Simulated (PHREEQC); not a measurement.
Dissolve 0.018 mol/kgw NaNO3, 0.00078 mol/kgw Mn(NO3)2 and 0.046 mol/kgw NiSO4 at 10 °C. Closed to the air; pH follows from the charge balance.

The numbers come from PHREEQC with the ion-association model, wateq4f.dat.

```json
[
 {"quantity": "pH", "before": "6.27", "after": "6.86"},
 {"quantity": "ionic strength (mol/kgw)", "before": "0.135", "after": "0.00195"},
 {"quantity": "Ni+2 (mol/kgw)", "before": "0.0294", "after": "0.000438"},
 {"quantity": "SO4-2 (mol/kgw)", "before": "0.0283", "after": "0.000437"},
 {"quantity": "NiSO4 (mol/kgw)", "before": "0.0166", "after": "2.22e-5"},
 {"quantity": "Mn+2 (mol/kgw)", "before": "0.000532", "after": "7.50e-6"},
 {"quantity": "SI of Morenosite (NiSO4:7H2O)", "before": "-1.53", "after": "-4.41"}
]
```

Problem. Name the change that produced these shifts.
A. 0.014 mol/kgw CsF added
B. diluted 5-fold with water
C. diluted 100-fold with water
D. temperature from 10 to 60 °C
E. NaNO3 replaced by Ca(NO3)2 at the same molality

Solution. C, diluted 100-fold with water

No solid was allowed to form. In wateq4f.dat the enthalpy of Ni(OH)2 has the wrong sign, so its saturation index can't be trusted away from 25 °C. Away from 25 °C the constants follow the database's enthalpies or fits; those with neither stay at their 25 °C values.
